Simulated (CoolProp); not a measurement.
The numbers come from the reference Helmholtz-energy equation of state, Tillner-Roth 1994 in CoolProp.

Question: For R134a, give the phase and the cv (kJ/(kg K)), speed of sound (m/s), Prandtl number at 412.6 K and 16.3 MPa; 455 K and 16.3 MPa.

Answer: 
- 412.6 K and 16.3 MPa: supercritical; cv 1.05, speed of sound 307, Prandtl number 2.29
- 455 K and 16.3 MPa: supercritical; cv 1.11, speed of sound 243, Prandtl number 1.90

Viscosity comes from a separate model (Huber 2003), an estimate that may be off by 10 % or more. Thermal conductivity comes from a separate model (McLinden 2000), an estimate that may be off by 10 % or more.
